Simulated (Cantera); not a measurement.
An adiabatic, constant-volume homogeneous reactor starts with CH4 : O2 : N2 = 1 : 2.25 : 27 (molar parts), equivalence ratio 0.89, at 1600 K and 0.670 bar. Integrator tolerance rtol = 1e-08.

Detailed kinetics in Cantera: GRI-Mech 3.0 (53 species, 325 reactions).

Question: What does this change do: constant pressure in place of constant volume?

Answer: 
| quantity | before | after |
|---|---|---|
| time of steepest temperature rise | 1.46 ms | 1.51 ms |
| temperature at 1.00 s | 2388 K | 2251 K |
| equilibrium temperature | 2388 K | 2251 K |
| x(CH4) at 1.00 s | <1e-12 (gas-phase equilibrium <1e-12) | <1e-12 (gas-phase equilibrium <1e-12) |
| x(O2) at 1.00 s | 0.00899 (gas-phase equilibrium 0.00899) | 0.00836 (gas-phase equilibrium 0.00836) |
| x(HCN) at 1.00 s | 1.90e-11 (gas-phase equilibrium 1.90e-11) | 3.46e-12 (gas-phase equilibrium 3.46e-12) |
| x(CO2) at 1.00 s | 0.0272 (gas-phase equilibrium 0.0272) | 0.0296 (gas-phase equilibrium 0.0296) |
| x(NO2) at 1.00 s | 8.58e-7 (gas-phase equilibrium 8.58e-7) | 5.82e-7 (gas-phase equilibrium 5.83e-7) |
| x(C2H) at 1.00 s | <1e-12 (gas-phase equilibrium <1e-12) | <1e-12 (gas-phase equilibrium <1e-12) |
| x(C2H6) at 1.00 s | <1e-12 (gas-phase equilibrium <1e-12) | <1e-12 (gas-phase equilibrium <1e-12) |

Question: What does this change do: CH4 1 to 2.4 parts?

Answer: 
```tsv
quantity	before	after
time of steepest temperature rise	1.46 ms	1.98 ms
temperature at 1.00 s	2388 K	2232 K
equilibrium temperature	2388 K	2232 K
x(CH4) at 1.00 s	<1e-12 (gas-phase equilibrium <1e-12)	8.20e-12 (gas-phase equilibrium 9.23e-12)
x(O2) at 1.00 s	0.00899 (gas-phase equilibrium 0.00899)	7.68e-7 (gas-phase equilibrium 7.68e-7)
x(HCN) at 1.00 s	1.90e-11 (gas-phase equilibrium 1.90e-11)	5.57e-8 (gas-phase equilibrium 5.57e-8)
x(CO2) at 1.00 s	0.0272 (gas-phase equilibrium 0.0272)	0.00735 (gas-phase equilibrium 0.00735)
x(NO2) at 1.00 s	8.58e-7 (gas-phase equilibrium 8.58e-7)	6.09e-11 (gas-phase equilibrium 6.09e-11)
x(C2H) at 1.00 s	<1e-12 (gas-phase equilibrium <1e-12)	<1e-12 (gas-phase equilibrium <1e-12)
x(C2H6) at 1.00 s	<1e-12 (gas-phase equilibrium <1e-12)	<1e-12 (gas-phase equilibrium <1e-12)
```
